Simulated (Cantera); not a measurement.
**Adiabatic ignition**

An adiabatic, constant-pressure homogeneous reactor starts with 44.4 % H2, 11.7 % O2, 43.9 % N2, at 1175 K and 20000 Pa.

Computed with Cantera and GRI-Mech 3.0 (53 species, 325 reactions).

```json
[
 {"t (s)": "2.00e-6", "T (K)": "1175", "x H2": "0.444", "x O2": "0.117", "x H2O2": "<1e-12", "x H": "8.80e-10", "x NO": "<1e-12"},
 {"t (s)": "7.02e-6", "T (K)": "1175", "x H2": "0.444", "x O2": "0.117", "x H2O2": "4.71e-12", "x H": "3.45e-9", "x NO": "<1e-12"},
 {"t (s)": "2.47e-5", "T (K)": "1175", "x H2": "0.444", "x O2": "0.117", "x H2O2": "5.88e-11", "x H": "2.23e-8", "x NO": "<1e-12"},
 {"t (s)": "8.66e-5", "T (K)": "1175", "x H2": "0.444", "x O2": "0.117", "x H2O2": "1.00e-9", "x H": "1.28e-6", "x NO": "<1e-12"},
 {"t (s)": "0.000304", "T (K)": "1499", "x H2": "0.150", "x O2": "0.00622", "x H2O2": "3.57e-7", "x H": "0.174", "x NO": "1.20e-6"},
 {"t (s)": "0.00107", "T (K)": "2152", "x H2": "0.196", "x O2": "0.00205", "x H2O2": "4.23e-8", "x H": "0.0876", "x NO": "2.31e-5"},
 {"t (s)": "0.00375", "T (K)": "2487", "x H2": "0.217", "x O2": "0.000656", "x H2O2": "1.93e-8", "x H": "0.0451", "x NO": "0.000117"},
 {"t (s)": "0.0132", "T (K)": "2564", "x H2": "0.222", "x O2": "0.000411", "x H2O2": "1.81e-8", "x H": "0.0352", "x NO": "0.000448"},
 {"t (s)": "0.0462", "T (K)": "2563", "x H2": "0.222", "x O2": "0.000402", "x H2O2": "1.78e-8", "x H": "0.0350", "x NO": "0.000848"},
 {"t (s)": "0.162", "T (K)": "2563", "x H2": "0.222", "x O2": "0.000401", "x H2O2": "1.78e-8", "x H": "0.0349", "x NO": "0.000881"},
 {"t (s)": "0.570", "T (K)": "2563", "x H2": "0.222", "x O2": "0.000401", "x H2O2": "1.78e-8", "x H": "0.0349", "x NO": "0.000881"},
 {"t (s)": "2.00", "T (K)": "2563", "x H2": "0.222", "x O2": "0.000401", "x H2O2": "1.78e-8", "x H": "0.0349", "x NO": "0.000881"}
]
```
x: mole fraction; the columns are a selection and need not sum to one.

The time of steepest temperature rise is 0.276 ms, the temperature at 2.00 s is 2563 K and the equilibrium temperature is 2563 K. The x(H2) at 2.00 s comes out as 0.222 (gas-phase equilibrium 0.222). The x(O2) at 2.00 s is 0.000401 (gas-phase equilibrium 0.000401) and the x(H2O2) at 2.00 s is 1.78e-8 (gas-phase equilibrium 1.78e-8).
